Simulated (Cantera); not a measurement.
Ignition delay

Mixture: 16.6 % H₂, 18.4 % O₂, 59.1 % N₂, 5.81 % H₂O, at 760 Torr, adiabatic and at constant pressure. Ignition delay is the time to a rise of 400 K.

Model: the H2/O2 subset of GRI-Mech 3.0, which has no nitrogen chemistry, integrated in Cantera. Where the delays flatten at high temperature, the 400 K rule measures the pace of heat release, not the induction time.

```tsv
T0 (K)	delay (ms)
1025	0.392
1075	0.144
1125	0.0861
1175	0.0603
1225	0.0458
1275	0.0369
1325	0.0311
1375	0.0273
1425	0.0247
```
